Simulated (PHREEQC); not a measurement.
Dissolve 0.0085 mol H2SO4, 0.0013 mol ZnSO4 and 0.023 mol MnSO4 per kg of water at 25 °C. Closed to the air; pH follows from the charge balance.

Model: ion-association model, wateq4f.dat, run in PHREEQC.

Task: The ionic strength comes out as 0.0742 mol/kgw. What activity coefficients do SO4-2, Zn+2, HSO4-, Mn+2, Zn(SO4)2-2 get?

Result: SO4-2 0.41, Zn+2 0.43, HSO4- 0.80, Mn+2 0.43, Zn(SO4)2-2 0.41.

No solid was allowed to form.
